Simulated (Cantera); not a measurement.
Ignition delay

Mixture: CH₄ : O₂ : N₂ = 1 : 1.25 : 4.7 (molar parts), equivalence ratio 1.6, at 12.0 bar, adiabatic and at constant volume. Ignition delay is the time to a rise of 400 K.

Model: GRI-Mech 3.0 (53 species, 325 reactions), integrated in Cantera. The pressure lies above the range GRI-Mech 3.0 was tuned for (to about 10 atm).

```tsv
T0 (K)	delay (ms)
1275	1.91
1375	0.634
1475	0.229
1575	0.0890
1675	0.0370
1775	0.0167
1875	0.00827
```

```
Property                                                 Value
--------------------------------------------------  ----------
apparent activation energy between 1675 and 1875 K  200 kJ/mol
```
